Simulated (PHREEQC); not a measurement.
Model water analysis in mmol/kgw, 20 °C, pH 6.37, pe 9.6: Na 0.161; K 0.15; Ca 0.185; Mg 0.0862; Cl 0.0354; S(6) 0.137; Alkalinity (meq/kgw) 0.564; Ba 0.000126.

Cl is adjusted to close the charge balance.
Valence states are taken as typed.

All values are PHREEQC results (ion-association model, phreeqc.dat), not measurements.

```yaml
ionic_strength: 0.00124 mol/kgw
```

| species | molality | activity | log γ |
|---|---|---|---|
| HCO3- | 0.000563 | 0.000541 | -0.017 |
| CO2 | 0.000556 | 0.000556 | 0.000 |
| Ca+2 | 0.000181 | 0.000155 | -0.067 |
| Na+ | 0.000161 | 0.000155 | -0.017 |
| K+ | 0.000150 | 0.000144 | -0.017 |
| SO4-2 | 0.000132 | 0.000113 | -0.067 |
| Mg+2 | 8.40e-5 | 7.21e-5 | -0.067 |
| Cl- | 1.57e-5 | 1.50e-5 | -0.017 |
| CaSO4 | 3.00e-6 | 3.00e-6 | 0.000 |
| MgSO4 | 1.68e-6 | 1.68e-6 | 0.000 |
| CaHCO3+ | 1.02e-6 | 9.84e-7 | -0.017 |

This is a speciation only: nothing precipitates in the calculation. Complexes and solids missing from the database can't appear.
